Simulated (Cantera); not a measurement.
A closed system holds: 1 mol Si3N4, 1.4 mol CO2, 1.8 mol N2, equilibrated at 1373.15 K and 3.20 bar.

Equilibrium computed with Cantera from the NASA thermochemical tables; the gas is ideal and each condensed phase is pure. Candidate condensed phases: C, Si, SiC, SiO2, Si2N2O, Si3N4; 34 gas species. Mutual solubility and eutectic melting of coexisting phases are not modelled. The tables hold silica as quartz up to 1696 K and as liquid above; real silica turns to tridymite and cristobalite and melts near 1996 K. The numbers say what is thermodynamically allowed, not how fast it happens.

Base state: N2 0.945, CO 0.0554, CO2 2.23e-5 (mole fractions); condensed: C(graphite) + SiO2(β-quartz) + Si2N2O(s).

What changes in the equilibrium state with this change: 0.0056 mol CH4 added?


```json
[
 {"species": "N2", "before": "0.945", "after": "0.941"},
 {"species": "CO", "before": "0.0554", "after": "0.0553"},
 {"species": "H2", "before": "0", "after": "0.00391"},
 {"species": "HCN", "before": "0", "after": "2.41e-5"},
 {"species": "CO2", "before": "2.23e-5", "after": "2.22e-5"},
 {"species": "C(graphite), mol", "before": "1.24", "after": "1.25"},
 {"species": "SiO2(β-quartz), mol", "before": "0.762", "after": "0.761"},
 {"species": "Si2N2O(s), mol", "before": "1.12", "after": "1.12"}
]
```
Further candidate phases: C6H6, C7H8, C8H18, H2O.

What changes in the equilibrium state with this change: CO2 from 1.4 to 0.033 mol?


```
species               before    after
-------------------  -------  -------
N2                     0.945    1.000
CO                    0.0554  3.63e-6
CO2                  2.23e-5    <1e-9
C(graphite), mol        1.24   0.0330
SiO2(β-quartz), mol    0.762        0
Si2N2O(s), mol          1.12   0.0660
Si3N4(s), mol              0    0.956
```
